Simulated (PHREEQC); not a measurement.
1 kg of water holding 0.11 mol/kgw KCl, 0.1 mol/kgw NaCl, 0.0041 mol/kgw NaHCO3, 0.0074 mol/kgw Na2SO4 and 0.016 mol/kgw Na2CO3 is evaporated at 30 °C; the solids stay in contact with the brine. The system is closed to CO2. Only these solids could form: Arcanite, Burkeite, Glaserite, Halite, Kalicinite, Mirabilite, Misenite, Nahcolite, Natron, Sylvite, Thenardite, Trona.

Equilibrium calculation in PHREEQC: Pitzer model, pitzer.dat.

```json
[
 {"water left (kg)": "1", "ionic strength": "0.284", "water activity": "0.992", "Halite (mol)": "0", "Sylvite (mol)": "0", "Trona (mol)": "0", "Glaserite (mol)": "0"},
 {"water left (kg)": "0.5552", "ionic strength": "(withheld)", "water activity": "(withheld)", "Halite (mol)": "0", "Sylvite (mol)": "0", "Trona (mol)": "0", "Glaserite (mol)": "0"},
 {"water left (kg)": "0.3082", "ionic strength": "0.922", "water activity": "0.974", "Halite (mol)": "0", "Sylvite (mol)": "0", "Trona (mol)": "0", "Glaserite (mol)": "0"},
 {"water left (kg)": "0.1711", "ionic strength": "(withheld)", "water activity": "0.954", "Halite (mol)": "0", "Sylvite (mol)": "0", "Trona (mol)": "0", "Glaserite (mol)": "0"},
 {"water left (kg)": "0.09503", "ionic strength": "2.99", "water activity": "0.915", "Halite (mol)": "0", "Sylvite (mol)": "0", "Trona (mol)": "0", "Glaserite (mol)": "0"},
 {"water left (kg)": "0.05276", "ionic strength": "5.39", "water activity": "(withheld)", "Halite (mol)": "0", "Sylvite (mol)": "0", "Trona (mol)": "0", "Glaserite (mol)": "0"},
 {"water left (kg)": "0.02931", "ionic strength": "(withheld)", "water activity": "(withheld)", "Halite (mol)": "0", "Sylvite (mol)": "0.0317", "Trona (mol)": "0", "Glaserite (mol)": "0.000559"},
 {"water left (kg)": "0.01617", "ionic strength": "9.33", "water activity": "0.703", "Halite (mol)": "(withheld)", "Sylvite (mol)": "0.0681", "Trona (mol)": "0.00299", "Glaserite (mol)": "0.00187"},
 {"water left (kg)": "0.008902", "ionic strength": "10.3", "water activity": "0.694", "Halite (mol)": "0.0781", "Sylvite (mol)": "0.0825", "Trona (mol)": "0.00377", "Glaserite (mol)": "0.00280"},
 {"water left (kg)": "0.004875", "ionic strength": "12.3", "water activity": "0.675", "Halite (mol)": "0.0979", "Sylvite (mol)": "0.0906", "Trona (mol)": "0.00402", "Glaserite (mol)": "0.00329"}
]
```

Question: What belongs in the gaps?

Answer: 
- 0.5552, ionic strength: 0.512
- 0.5552, water activity: 0.986
- 0.1711, ionic strength: 1.66
- 0.05276, water activity: 0.839
- 0.02931, ionic strength: 8.50
- 0.02931, water activity: 0.727
- 0.01617, Halite (mol): 0.0421
